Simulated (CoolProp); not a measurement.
Hexamethyldisiloxane (MM) along the isobar 1.05 MPa: fugacity coefficient from the reference equation and from simpler models built on Tc = 518.7 K, pc = 1.931 MPa, ω = 0.418; each cubic takes its own stable root.

Values from CoolProp's reference Helmholtz-energy equation of state, Thol 2016.

```
T (K)   phase  reference  van der Waals  Redlich-Kwong  Soave-Redlich-Kwong  Peng-Robinson
-----  ------  ---------  -------------  -------------  -------------------  -------------
309.3  liquid   0.009834         0.1602        0.03780             0.009836        0.01011
317.2  liquid    0.01395         0.1827        0.04873              0.01395        0.01424
325.1  liquid    0.01935         0.2068        0.06180              0.01938        0.01964
333    liquid    0.02630         0.2327        0.07720              0.02638        0.02659
340.8  liquid    0.03497         0.2599        0.09487              0.03514        0.03523
348.7  liquid    0.04586         0.2891         0.1154              0.04618        0.04609
356.6  liquid    0.05918         0.3199         0.1387              0.05974        0.05938
364.5  liquid    0.07524         0.3523         0.1649              0.07613        0.07540
372.4  liquid    0.09433         0.3861         0.1941              0.09569        0.09447
380.3  liquid     0.1167         0.4214         0.2262               0.1187         0.1169
```
